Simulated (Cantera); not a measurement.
Charge: 1 mol Fe, 3 mol H2O, 75 mol H2, at 1.33 mbar.

Cantera equilibrium calculation (NASA polynomials, part measured and part estimated; ideal gas, pure solids and liquids). Candidate condensed phases: Fe, FeO, Fe(OH)2, Fe(OH)3, Fe2O3, Fe3O4, H2O; 12 gas species. Kinetics and transport are ignored.

Question: Which condensed phases are stable at each of these points (T (K)): 798, 898, 998, 1098, 1198, 1298, 1398, 1498, 1598, 1698, 1798, 1898, 1998?

Answer: 
```json
[
 {"T (K)": "798", "condensed phases": "Fe(α)", "Fe condensed (%)": "100.0"},
 {"T (K)": "898", "condensed phases": "Fe(α)", "Fe condensed (%)": "100.0"},
 {"T (K)": "998", "condensed phases": "Fe(α)", "Fe condensed (%)": "100.0"},
 {"T (K)": "1098", "condensed phases": "Fe(α)", "Fe condensed (%)": "100.0"},
 {"T (K)": "1198", "condensed phases": "Fe(γ)", "Fe condensed (%)": "100.0"},
 {"T (K)": "1298", "condensed phases": "Fe(γ)", "Fe condensed (%)": "100.0"},
 {"T (K)": "1398", "condensed phases": "Fe(γ)", "Fe condensed (%)": "99.9"},
 {"T (K)": "1498", "condensed phases": "Fe(γ)", "Fe condensed (%)": "99.2"},
 {"T (K)": "1598", "condensed phases": "Fe(γ)", "Fe condensed (%)": "93.8"},
 {"T (K)": "1698", "condensed phases": "Fe(δ)", "Fe condensed (%)": "64.1"},
 {"T (K)": "1798", "condensed phases": "gas only", "Fe condensed (%)": "0.0"},
 {"T (K)": "1898", "condensed phases": "gas only", "Fe condensed (%)": "0.0"},
 {"T (K)": "1998", "condensed phases": "gas only", "Fe condensed (%)": "0.0"}
]
```

From 798 K to 1098 K the condensed part is Fe(α). From 1198 K to 1598 K the condensed part is Fe(γ). At 1698 K the condensed part is Fe(δ). From 1798 K to 1998 K nothing is condensed.
